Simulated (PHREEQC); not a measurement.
Phosphoric acid bath

A solution holds 0.15 mol/kgw KH2PO4 and 0.015 mol/kgw H2SO4, at 25 °C and 100 atm. Closed to the air; pH follows from the charge balance.

Equilibrium calculation in PHREEQC: ion-association model, phreeqc.dat.

This is a speciation only: nothing precipitates in the calculation.

Question: Predict the pH.

Answer: pH 2.68.

Question: In which forms is S present?

Answer: SO4-2 72 %, KSO4- 22 %, HSO4- 5.6 % of the S.

Species that the database lacks are ignored. Under pressure, the constants of complexes without a molar volume in the database are unreliable.
